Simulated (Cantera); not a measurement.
Charge: 1 mol CCl4, 0.029 mol Si, 1.4 mol H2, 0.04 mol CH4, equilibrated at 0.100 bar.

Equilibrium computed with Cantera from the NASA thermochemical tables; the gas is ideal and each condensed phase is pure. Candidate condensed phases: C, C6H6, C7H8, C8H18, Si, SiC; 109 gas species. The tables' values for SiCl, CCl are old estimates; treat these amounts as uncertain. Kinetics and transport are ignored.

Q: At 2975 °C, list the 7 most abundant gas species with their mole fractions, and the condensed phases.

A: Cl 0.507, H 0.220, HCl 0.163, H2 0.0474, C3 0.0356, C2H 0.00632, C2H2 (acetylene) 0.00573. Condensed: C(graphite).
